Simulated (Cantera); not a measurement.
## FeS2 + SO3 + N2 (roasting and sulfation)

Feed: 1 mol FeS2, 4.3 mol SO3, 13 mol N2, held at 1.60 bar.

These are equilibrium values from Cantera (NASA tables, ideal gas, pure condensed phases), not measurements of a reactor. Candidate condensed phases: Fe, FeO, FeS, FeSO4, FeS2, Fe2O3, Fe2(SO4)3, Fe3O4, S; 19 gas species. Mutual solubility and eutectic melting of coexisting phases are not modelled. The tables' stoichiometric FeO is somewhat more stable than real wüstite, so its field is too wide. FeO, FeS: taken at fixed stoichiometry. Gases not in the tables: S3 to S7. Equilibrium is a limit: real reactors are often held back by kinetics, nucleation or transport.

```json
[
 {"T (°C)": "352", "x N2": "0.722", "x SO2": "0.278", "x S2": "6.46e-6", "x SO": "2.40e-10", "n FeSO4(s)": "0.717", "n FeS2(s)": "0.283", "n Fe3O4(s)": "0", "n FeS(s)": "0", "n FeO(s)": "0"},
 {"T (°C)": "452", "x N2": "0.687", "x SO2": "0.313", "x S2": "8.94e-5", "x SO": "1.24e-8", "n FeSO4(s)": "0", "n FeS2(s)": "0.192", "n Fe3O4(s)": "0.269", "n FeS(s)": "0", "n FeO(s)": "0"},
 {"T (°C)": "552", "x N2": "0.687", "x SO2": "0.312", "x S2": "0.00120", "x SO": "2.73e-7", "n FeSO4(s)": "0", "n FeS2(s)": "0.174", "n Fe3O4(s)": "0.275", "n FeS(s)": "0", "n FeO(s)": "0"},
 {"T (°C)": "652", "x N2": "0.684", "x SO2": "0.309", "x S2": "0.00595", "x SO": "2.77e-6", "n FeSO4(s)": "0", "n FeS2(s)": "0", "n Fe3O4(s)": "0.280", "n FeS(s)": "0.160", "n FeO(s)": "0"},
 {"T (°C)": "752", "x N2": "0.683", "x SO2": "0.306", "x S2": "0.00971", "x SO": "1.45e-5", "n FeSO4(s)": "0", "n FeS2(s)": "0", "n Fe3O4(s)": "0.310", "n FeS(s)": "0.0692", "n FeO(s)": "0"},
 {"T (°C)": "852", "x N2": "0.683", "x SO2": "0.303", "x S2": "0.0126", "x SO": "5.49e-5", "n FeSO4(s)": "0", "n FeS2(s)": "0", "n Fe3O4(s)": "0.333", "n FeS(s)": "0", "n FeO(s)": "0"},
 {"T (°C)": "952", "x N2": "0.683", "x SO2": "0.303", "x S2": "0.0126", "x SO": "0.000159", "n FeSO4(s)": "0", "n FeS2(s)": "0", "n Fe3O4(s)": "0.333", "n FeS(s)": "0", "n FeO(s)": "0"},
 {"T (°C)": "1052", "x N2": "0.683", "x SO2": "0.303", "x S2": "0.0126", "x SO": "0.000390", "n FeSO4(s)": "0", "n FeS2(s)": "0", "n Fe3O4(s)": "0.333", "n FeS(s)": "0", "n FeO(s)": "0"},
 {"T (°C)": "1152", "x N2": "0.683", "x SO2": "0.303", "x S2": "0.0125", "x SO": "0.000842", "n FeSO4(s)": "0", "n FeS2(s)": "0", "n Fe3O4(s)": "0.333", "n FeS(s)": "0", "n FeO(s)": "0"},
 {"T (°C)": "1252", "x N2": "0.680", "x SO2": "0.310", "x S2": "0.00814", "x SO": "0.00150", "n FeSO4(s)": "0", "n FeS2(s)": "0", "n Fe3O4(s)": "0", "n FeS(s)": "0", "n FeO(s)": "1.00"}
]
```
x: gas mole fraction; n: condensed amount in mol.

At 352 °C the condensed part is FeSO4(s) + FeS2(s). From 452 °C to 552 °C the condensed part is FeS2(s) + Fe3O4(s). From 652 °C to 752 °C the condensed part is FeS(s) + Fe3O4(s). From 852 °C to 1152 °C the condensed part is Fe3O4(s). At 1252 °C the condensed part is FeO(s).
